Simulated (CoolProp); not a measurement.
n-perfluorobutane at several states: fugacity coefficient from the reference equation and from simpler models built on Tc = 113.2 °C, pc = 23.22 bar, ω = 0.372; each cubic takes its own stable root.

Computed with CoolProp (reference Helmholtz-energy equation of state, Gao 2022).

| T (°C) | p (bar) | phase | reference |
|---|---|---|---|
| -22.15 | 0.714 | liquid | 0.5704 |
| 35.75 | 14.9 | liquid | 0.2387 |
| -59.65 | 2.55 | liquid | 0.01774 |
| 117.95 | 9.25 | gas | 0.8782 |
| -52.75 | 100 | liquid | 0.001486 |

Question: How far does each simpler model (van der Waals, Redlich-Kwong, Soave-Redlich-Kwong, Peng-Robinson) lie from the reference over these 5 states: mean and median of the absolute difference, and the worst?

Answer: 
- van der Waals: mean 1105.9 %, median 114.2 %, worst +2841.5 % at -52.75 °C and 100 bar
- Redlich-Kwong: mean 147.6 %, median 69.3 %, worst +321.7 % at -59.65 °C and 2.55 bar
- Soave-Redlich-Kwong: mean 2.2 %, median 0.9 %, worst +6.4 % at -52.75 °C and 100 bar
- Peng-Robinson: mean 3.2 %, median 2.0 %, worst +8.7 % at -59.65 °C and 2.55 bar

At some of these states van der Waals, Redlich-Kwong gives the other phase, because its saturation line lies elsewhere.
